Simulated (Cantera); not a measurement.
Gas mixture: 22.1 % C2H2, 77.9 % C2H6, at 0.285 Torr, frozen composition.

Cantera's kinetic-theory transport with the Lennard-Jones parameters of GRI-Mech 3.0, ideal gas; thermal conductivity in the mixture-averaged form. The composition is frozen, though it would react at the higher temperatures.

D: mixture-averaged diffusion coefficient of that species in the mixture.

| T (K) | ρ (kg/m³) | cp (J/kg/K) | μ (µPa s) | λ (mW/m/K) | Pr | D (cm²/s) CO2 | D (cm²/s) H | D (cm²/s) NH3 |
|---|---|---|---|---|---|---|---|---|
| 400 | 0.000333 | 2120 | 12.6 | 35.6 | 0.748 | 509 | 3840 | 703 |
| 650 | 0.000205 | [?] | [?] | [?] | 0.759 | [?] | [?] | [?] |
| 900 | 0.000148 | 3578 | 24.2 | 114 | 0.761 | 2200 | 16000 | 3220 |
| 1150 | 0.000116 | 4040 | [?] | [?] | 0.768 | [?] | [?] | [?] |
| 1400 | 9.53e-5 | 4367 | 33.0 | 187 | 0.769 | 4700 | 33900 | 6990 |
| 1650 | 8.08e-5 | 4606 | 36.8 | 221 | 0.768 | 6210 | 44600 | 9270 |
| 1900 | 7.02e-5 | 4778 | 40.4 | 252 | 0.766 | 7870 | 56400 | 11800 |
| 2150 | 6.20e-5 | 4905 | 43.9 | 281 | 0.765 | 9680 | 69300 | 14500 |
| 2400 | 5.56e-5 | 5000 | 47.2 | 309 | 0.763 | 11600 | 83300 | 17500 |

Problem. Some entries are withheld; supply them.

Solution. 
- 650, cp (J/kg/K): 2977
- 650, μ (µPa s): 18.9
- 650, λ (mW/m/K): 74.1
- 650, D (cm²/s) CO2: 1240
- 650, D (cm²/s) H: 9140
- 650, D (cm²/s) NH3: 1780
- 1150, μ (µPa s): 28.8
- 1150, λ (mW/m/K): 151
- 1150, D (cm²/s) CO2: 3370
- 1150, D (cm²/s) H: 24300
- 1150, D (cm²/s) NH3: 4960
